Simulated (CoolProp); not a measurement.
Vapour pressure (bar) of R152A: the reference equation beside estimates from Tc = 386.4 K, pc = 45.17 bar, ω = 0.275. Clausius-Clapeyron is anchored at 284.8 K with a constant enthalpy of vaporisation of 19.47 kJ/mol.

The numbers come from the reference Helmholtz-energy equation of state, Outcalt 1996 in CoolProp. It is a modified Benedict-Webb-Rubin equation, recast in Helmholtz form.

```json
[
 {"T (K)": "222.4", "reference": "0.2627", "Lee-Kesler": "0.2495", "Clausius-Clapeyron": "0.3918", "van der Waals": "3.073", "Redlich-Kwong": "0.5893", "Soave-Redlich-Kwong": "0.2529", "Peng-Robinson": "0.2614"},
 {"T (K)": "243.2", "reference": "0.7736", "Lee-Kesler": "0.7559", "Clausius-Clapeyron": "0.9643", "van der Waals": "5.143", "Redlich-Kwong": "1.502", "Soave-Redlich-Kwong": "0.7593", "Peng-Robinson": "0.7692"},
 {"T (K)": "264", "reference": "1.876", "Lee-Kesler": "1.869", "Clausius-Clapeyron": "2.059", "van der Waals": "7.990", "Redlich-Kwong": "3.207", "Soave-Redlich-Kwong": "1.868", "Peng-Robinson": "1.868"},
 {"T (K)": "284.8", "reference": "3.936", "Lee-Kesler": "3.961", "Clausius-Clapeyron": "3.936", "van der Waals": "11.72", "Redlich-Kwong": "6.014", "Soave-Redlich-Kwong": "3.960", "Peng-Robinson": "3.928"},
 {"T (K)": "305.6", "reference": "7.394", "Lee-Kesler": "7.466", "Clausius-Clapeyron": "6.888", "van der Waals": "16.42", "Redlich-Kwong": "10.23", "Soave-Redlich-Kwong": "7.494", "Peng-Robinson": "7.401"},
 {"T (K)": "326.4", "reference": "12.76", "Lee-Kesler": "12.87", "Clausius-Clapeyron": "11.22", "van der Waals": "22.16", "Redlich-Kwong": "16.15", "Soave-Redlich-Kwong": "12.99", "Peng-Robinson": "12.82"},
 {"T (K)": "347.2", "reference": "20.62", "Lee-Kesler": "20.74", "Clausius-Clapeyron": "17.25", "van der Waals": "29.02", "Redlich-Kwong": "24.05", "Soave-Redlich-Kwong": "21.01", "Peng-Robinson": "20.77"},
 {"T (K)": "368", "reference": "31.70", "Lee-Kesler": "31.81", "Clausius-Clapeyron": "25.26", "van der Waals": "37.05", "Redlich-Kwong": "34.17", "Soave-Redlich-Kwong": "32.17", "Peng-Robinson": "31.95"}
]
```

Absolute difference from the reference over all 8 rows, mean and median: Lee-Kesler 1.4 and 0.7 %, Clausius-Clapeyron 17.4 and 14.2 %, van der Waals 301.5 and 159.9 %, Redlich-Kwong 53.9 and 45.6 %, Soave-Redlich-Kwong 1.6 and 1.6 %, Peng-Robinson 0.5 and 0.5 %.
